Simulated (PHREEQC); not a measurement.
Consider water at 25 °C with 0.081 mol/kgw CuSO4, 0.00021 mol/kgw HCl and 3.6e-05 mol/kgw Na2SO4. Closed to the air; pH follows from the charge balance.

The numbers come from PHREEQC with the ion-association model, phreeqc.dat.

```
quantity                  before   after
------------------------  ------  ------
ionic strength (mol/kgw)   0.172  0.0939
Cu+2 (mol/kgw)            0.0429  0.0235
SO4-2 (mol/kgw)           0.0428  0.0234
CuSO4 (mol/kgw)           0.0381  0.0170
SI of Halite (NaCl)        -9.70  -10.24
```

Q: Name the change that produced these shifts.
A) HCl from 0.00021 to 0.000315 mol/kgw
B) diluted 2-fold with water
C) Na2SO4 replaced by NaCl at the same molality
D) CuSO4 from 0.081 to 0.0081 mol/kgw
E) HCl from 0.00021 to 0.0021 mol/kgw

A: B, diluted 2-fold with water

Precipitation was switched off in this run.
